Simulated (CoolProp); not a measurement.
Vapour-liquid equilibrium of n-hexane (1) + o-xylene (2) at 0.0232 MPa; x and y are mole fractions of (1).

Model: multi-fluid Helmholtz-energy mixture model, Thol 2019 and Zhou 2012; pair parameters Bell 2016, in CoolProp.

Task: Give the bubble temperature and the first vapour's composition at x = 0.275, 0.875, 0.95. Is there an azeotrope?

Result: x = 0.275: 54.6 °C, y = 0.862; x = 0.875: 31.2 °C, y = 0.991; x = 0.95: 29.4 °C, y = 0.997. No azeotrope shows between x = 0.05 and 0.95.

Pair parameters are fitted to limited data, so mixtures are less certain than the pure fluids.
